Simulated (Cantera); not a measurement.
A freely propagating, adiabatic, planar premixed flame of H2 : O2 : N2 = 1 : 0.179 : 0.536 (molar parts), equivalence ratio 2.8, unburnt at 675 K and 9.87 atm; mixture-averaged transport, grid criteria slope 0.08 and curve 0.16, no radiation.

Detailed kinetics in Cantera: the H2/O2 subset of GRI-Mech 3.0, which has no nitrogen chemistry. The hydrogen kinetics of GRI-Mech 3.0 are dated; newer H2 mechanisms differ, most at raised pressure. Burning velocities carry a grid error of a few per cent, more on coarse grids.

Q: Predict: laminar burning velocity; thermal thickness; peak x(H2O2); peak x(HO2); peak x(OH); peak x(O).

A: 
```json
{
 "laminar_burning_velocity": "1080 cm/s",
 "thermal_thickness": "0.0270 mm",
 "peak x(H2O2)": "6.25e-5",
 "peak x(HO2)": "0.00113",
 "peak x(OH)": "0.00232",
 "peak x(O)": "0.00119"
}
```
